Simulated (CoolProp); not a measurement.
Vapour-liquid equilibrium of carbon dioxide (1) + R22 (2) at 0.64 MPa; x and y are mole fractions of (1).

Model: multi-fluid Helmholtz-energy mixture model, Span 1996 and Kamei 1995; pair parameters Bell 2016, in CoolProp.

**Question.** Give the bubble temperature and the first vapour's composition at x = 0.125, 0.725, 0.875. Is there an azeotrope?

**Answer.** x = 0.125: -6.1 °C, y = 0.416; x = 0.725: -43.7 °C, y = 0.958; x = 0.875: -48.3 °C, y = 0.985. No azeotrope shows between x = 0.05 and 0.95.

Pair parameters are fitted to limited data, so mixtures are less certain than the pure fluids.
